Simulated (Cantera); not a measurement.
A perfectly stirred reactor is fed with 45.9 % CH4, 43.1 % H2O, 11.0 % H2, at 750 Torr; it is held at 1973 K, and followed from long to short residence time.

Detailed kinetics in Cantera: GRI-Mech 3.0 (53 species, 325 reactions).

Question: Predict: x(CH4) at τ = 1.60 s; x(H2O) at τ = 1.60 s; x(H2) at τ = 1.60 s; x(C2H) at τ = 1.60 s; x(CH4) at τ = 67.0 ms; x(H2O) at τ = 67.0 ms; x(H2) at τ = 67.0 ms; x(C2H) at τ = 67.0 ms.

Answer: 
```json
{
  "x(CH4) at τ = 1.60 s": "0.00487",
  "x(H2O) at τ = 1.60 s": "0.0230",
  "x(H2) at τ = 1.60 s": "0.743",
  "x(C2H) at τ = 1.60 s": "4.58e-7",
  "x(CH4) at τ = 67.0 ms": "0.0198",
  "x(H2O) at τ = 67.0 ms": "0.111",
  "x(H2) at τ = 67.0 ms": "0.669",
  "x(C2H) at τ = 67.0 ms": "1.55e-6"
}
```
